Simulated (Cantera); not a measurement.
**Transport properties of process gases**

Gas mixture: 54.9 % CH₃OH, 45.1 % H₂O, at 1.00 atm, frozen composition.

Cantera's kinetic-theory transport with the Lennard-Jones parameters of GRI-Mech 3.0, ideal gas; thermal conductivity in the multicomponent form. Polar gases are described roughly by these parameters. The composition is frozen, though it would react at the higher temperatures.

```csv
T (K),ρ (kg/m³),cp (J/kg/K),μ (µPa s),λ (mW/m/K),Pr,D (cm²/s) C₂H₂,D (cm²/s) N₂,D (cm²/s) CH₄
400,0.783,1698,13.5,32.9,0.698,0.239,0.311,0.325
500,0.627,1888,17.0,45.5,0.706,0.367,0.471,0.496
600,0.522,2074,20.5,59.5,0.714,0.517,0.655,0.694
700,0.448,2241,23.8,74.2,0.720,0.688,0.862,0.919
800,0.392,2383,27.1,89.0,0.725,0.877,1.09,1.17
900,0.348,2509,30.2,104,0.729,1.08,1.34,1.44
1000,0.313,2638,33.2,120,0.733,1.31,1.61,1.73
1100,0.285,2746,36.2,135,0.735,1.55,1.89,2.04
```
D: mixture-averaged diffusion coefficient of that species in the mixture.
